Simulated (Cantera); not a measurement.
Input: 1 mol Cu, 0.38 mol H2O, a varied amount of N2, at 52.0 Pa.

Equilibrium computed with Cantera from the NASA thermochemical tables; the gas is ideal and each condensed phase is pure. Candidate condensed phases: Cu, CuO, Cu(OH)2, Cu2O, H2O; 27 gas species. Kinetics and transport are ignored.

**Question.** What condenses at these points (T in K, n(N2) in mol): (1850, 5.7); (2000, 28); (2000, 5.7); (1850, 4.1); (1600, 7.9)?

**Answer.** 
```tsv
T (K)	n(N2) in mol	condensed phases	Cu condensed (%)
1850	5.7	gas only	0.0
2000	28	gas only	0.0
2000	5.7	gas only	0.0
1850	4.1	gas only	0.0
1600	7.9	Cu	31.3
```
